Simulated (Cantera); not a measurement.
Charge: 1 mol Si3N4, 0.042 mol C, 1.1 mol N2, held at 2073 K and 1 atm.

Cantera equilibrium calculation (NASA polynomials, part measured and part estimated; ideal gas, pure solids and liquids). Candidate condensed phases: C, Si, SiC, Si3N4; 20 gas species. Mutual solubility and eutectic melting of coexisting phases are not modelled. The tables' values for SiN are old estimates; treat these amounts as uncertain. Rates play no part.

Base state: N2 1.000, Si 5.41e-5, SiN 1.20e-5 (mole fractions); condensed: SiC(s) + Si3N4(s).

Task: What changes in the equilibrium state with this change: pressure from 1 atm to 1.20 Pa?

Result: 
```json
[
 {"species": "N2", "before": "1.000", "after": "0.510"},
 {"species": "Si", "before": "5.41e-5", "after": "0.484"},
 {"species": "Si2C", "before": "2.00e-6", "after": "0.00355"},
 {"species": "SiC2", "before": "5.19e-8", "after": "0.00164"},
 {"species": "Si2", "before": "3.66e-7", "after": "0.000346"},
 {"species": "CN", "before": "1.82e-7", "after": "7.09e-5"},
 {"species": "SiN", "before": "1.20e-5", "after": "0.000264"},
 {"species": "Si2N", "before": "8.12e-6", "after": "1.89e-5"},
 {"species": "SiC(s), mol", "before": "0.0420", "after": "0"},
 {"species": "Si3N4(s), mol", "before": "0.986", "after": "0"}
]
```

Task: What changes in the equilibrium state with this change: temperature from 2073 K to 1650 K?

Result: 
```tsv
species	before	after
N2	1.000	1.00
Si	5.41e-5	2.05e-9
SiN	1.20e-5	1.48e-9
SiC(s), mol	0.0420	0
Si3N4(s), mol	0.986	1.00
C(graphite), mol	0	0.0420
```
